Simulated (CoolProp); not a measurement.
The fluid at 300.83 K and 0.153 MPa is compressed adiabatically to 0.722 MPa with isentropic efficiency 0.85. The same conditions are run with several fluids, on thermodynamics alone (safety and materials aside).

Values from CoolProp's reference Helmholtz-energy equation of state of each fluid (isobutene: Lemmon 2005; fluoroethane (R161): Wu 2012; normal hydrogen: Leachman 2009; n-perfluorobutane: Gao 2022; carbon dioxide: Span 1996).

**Question.** Rank isobutene, fluoroethane (R161), normal hydrogen, n-perfluorobutane, carbon dioxide by work (kJ/kg), highest first.

**Answer.** normal hydrogen (2860), carbon dioxide (122), fluoroethane (R161) (102), isobutene (81.3), n-perfluorobutane (17.5)

```tsv
fluid	final temperature (K)	final phase	final density (kg/m³)
isobutene	356.8	gas	15.5
fluoroethane (R161)	380.5	gas	11.5
normal hydrogen	498.1	gas	0.350
n-perfluorobutane	333.3	two-phase, vapour fraction 0.934	83.2
carbon dioxide	436.7	gas	8.83
```
